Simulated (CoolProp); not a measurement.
Saturation properties of methanol.

Computed with CoolProp (reference Helmholtz-energy equation of state, de Reuck 1993).

```json
[
 {"T (K)": "259.3", "p (bar)": "0.01608", "liquid density (kg/m³)": "822.7", "vapour Z": "0.9908", "surface tension (mN/m)": "25.5", "vapour viscosity (µPa s)": "8.40", "liquid conductivity (mW/(m K))": "208"},
 {"T (K)": "282.9", "p (bar)": "0.07331", "liquid density (kg/m³)": "800.5", "vapour Z": "0.9828", "surface tension (mN/m)": "23.4", "vapour viscosity (µPa s)": "9.14", "liquid conductivity (mW/(m K))": "203"},
 {"T (K)": "306.4", "p (bar)": "0.2574", "liquid density (kg/m³)": "778.5", "vapour Z": "0.9710", "surface tension (mN/m)": "21.5", "vapour viscosity (µPa s)": "9.88", "liquid conductivity (mW/(m K))": "199"},
 {"T (K)": "330", "p (bar)": "0.7445", "liquid density (kg/m³)": "755.9", "vapour Z": "0.9542", "surface tension (mN/m)": "19.5", "vapour viscosity (µPa s)": "10.6", "liquid conductivity (mW/(m K))": "194"},
 {"T (K)": "353.6", "p (bar)": "1.840", "liquid density (kg/m³)": "732.1", "vapour Z": "0.9304", "surface tension (mN/m)": "17.4", "vapour viscosity (µPa s)": "11.3", "liquid conductivity (mW/(m K))": "190"},
 {"T (K)": "377.1", "p (bar)": "4.000", "liquid density (kg/m³)": "706.5", "vapour Z": "0.8975", "surface tension (mN/m)": "15.2", "vapour viscosity (µPa s)": "11.9", "liquid conductivity (mW/(m K))": "185"},
 {"T (K)": "400.7", "p (bar)": "7.885", "liquid density (kg/m³)": "677.7", "vapour Z": "0.8519", "surface tension (mN/m)": "12.9", "vapour viscosity (µPa s)": "12.5", "liquid conductivity (mW/(m K))": "180"},
 {"T (K)": "424.2", "p (bar)": "14.29", "liquid density (kg/m³)": "644.6", "vapour Z": "0.7904", "surface tension (mN/m)": "10.3", "vapour viscosity (µPa s)": "13.1", "liquid conductivity (mW/(m K))": "176"},
 {"T (K)": "447.8", "p (bar)": "24.28", "liquid density (kg/m³)": "604.7", "vapour Z": "0.7138", "surface tension (mN/m)": "7.58", "vapour viscosity (µPa s)": "13.8", "liquid conductivity (mW/(m K))": "172"},
 {"T (K)": "471.4", "p (bar)": "38.96", "liquid density (kg/m³)": "553.7", "vapour Z": "0.6357", "surface tension (mN/m)": "4.70", "vapour viscosity (µPa s)": "14.9", "liquid conductivity (mW/(m K))": "168"}
]
```

It boils at 337.6 K under 1 atm.

Viscosity comes from a separate model (Xiang 2006). Thermal conductivity comes from a separate model (Sykioti 2013). Surface tension comes from a separate correlation (Mulero 2012).
